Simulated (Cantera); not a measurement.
An isothermal, constant-pressure homogeneous reactor starts with H2 : O2 : N2 = 0.31 : 1 : 1.2 (molar parts), equivalence ratio 0.15, at 1423 K and 0.0130 bar.

Model: the H2/O2 subset of GRI-Mech 3.0, which has no nitrogen chemistry, integrated in Cantera. Radical loss at walls, strong at low pressure, is not modelled. The temperature is held fixed by assumption; the heat of reaction is taken as removed at once.

One state of this run: x H2 = 0.00683; x O2 = 0.323; x O = 0.0490; x OH = 0.0106; x H2O2 = 8.71e-8. x: mole fraction; the columns are a selection and need not sum to one.

Which value of t (s) does it belong to?
A. 24.6
B. 6.05
C. 0.0222
D. 0.00546

D, 0.00546
